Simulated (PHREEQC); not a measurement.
A solution holds 110 mmol/kgw HCl and 24 mmol/kgw ZnSO4, at 25 °C. Closed to the air; pH follows from the charge balance.

All values are PHREEQC results (ion-association model, phreeqc.dat), not measurements.

No solid was allowed to form.

Question: Predict the pH, specific conductance, ionic strength.

Answer: pH 1.12; specific conductance 35600 µS/cm; ionic strength 0.160 mol/kgw.

Question: In which forms is Zn present?

Answer: Zn+2 82 %, ZnSO4 9.9 %, ZnCl+ 7.6 % of the Zn.

Complexes and solids missing from the database can't appear.
